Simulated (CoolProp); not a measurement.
Benzene at 298.15 K and 0.00463 MPa is throttled through a valve to 0.0015 MPa with no heat exchange. Each further row changes one setting.

The numbers come from the reference Helmholtz-energy equation of state, Thol 2012 in CoolProp.

```tsv
case	final density (kg/m³)
as stated	___
outlet pressure 0.00045 MPa	___
outlet pressure 0.00195 MPa	___
```

### Question
Fill in the missing entries.

### Answer

- as stated, final density (kg/m³): 0.0473
- outlet pressure 0.00045 MPa, final density (kg/m³): 0.0142
- outlet pressure 0.00195 MPa, final density (kg/m³): 0.0615
